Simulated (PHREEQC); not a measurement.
Reverse-osmosis permeate: speciation

A made-up water analysis in mg/kgw, 25 °C, pH 6.33, pe 9:

```
constituent         mg/kgw
------------------  ------
Na                    2.08
K                    0.204
Ca                    6.85
Mg                   0.598
Cl                   0.287
S(6) as SO4           20.6
Alkalinity as HCO3    4.55
Cd                   0.853
Pb                   0.216
Br                   0.453
```

Valence states are taken as typed.

All values are PHREEQC results (ion-association model, phreeqc.dat), not measurements.

This is a speciation only: nothing precipitates in the calculation.

Problem. Predict the charge-balance error.

Solution. charge-balance error -1.3 %.

Problem. In which forms is Ca present?

Solution. Ca+2 97 %, CaSO4 2.8 % of the Ca.

Species that the database lacks are ignored.
